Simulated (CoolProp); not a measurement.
R142b along the isobar 0.716 MPa: density (kg/m³) from the reference equation and from simpler models built on Tc = 410.3 K, pc = 4.055 MPa, ω = 0.232; each cubic takes its own stable root.

Values from CoolProp's reference Helmholtz-energy equation of state, Lemmon 2006. It is a short technical equation, of lower accuracy than the large ones.

| T (K) | phase | reference | van der Waals | Redlich-Kwong | Soave-Redlich-Kwong | Peng-Robinson |
|---|---|---|---|---|---|---|
| 320.9 | liquid | 1051 | 30.07 | 31.16 | 932.5 | 1058 |
| 342.2 | gas | 28.91 | 27.71 | 28.41 | 28.65 | 28.91 |
| 363.5 | gas | 26.42 | 25.74 | 26.19 | 26.32 | 26.54 |
| 384.8 | gas | 24.44 | 24.05 | 24.35 | 24.40 | 24.59 |
| 406.1 | gas | 22.81 | 22.58 | 22.78 | 22.79 | 22.96 |
| 427.4 | gas | 21.42 | 21.30 | 21.43 | 21.41 | 21.55 |
| 448.7 | gas | 20.22 | 20.17 | 20.25 | 20.20 | 20.33 |
| 470 | gas | 19.16 | 19.15 | 19.20 | 19.14 | 19.26 |

At some of these states van der Waals, Redlich-Kwong gives the other phase, because its saturation line lies elsewhere.
